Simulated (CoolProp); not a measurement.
Computed with CoolProp (reference Helmholtz-energy equation of state, Lemmon 2006). It is a short technical equation, of lower accuracy than the large ones.

Problem. Give the vapour pressure (kPa), liquid density (kg/m³), vapour density (kg/m³), liquid cp (kJ/(kg K)) of saturated acetone at 297.9 K.

Solution. 
```
T (K)  p (kPa)  liquid density (kg/m³)  vapour density (kg/m³)  liquid cp (kJ/(kg K))
-----  -------  ----------------------  ----------------------  ---------------------
297.9     30.4                     785                   0.731                   2.14
```
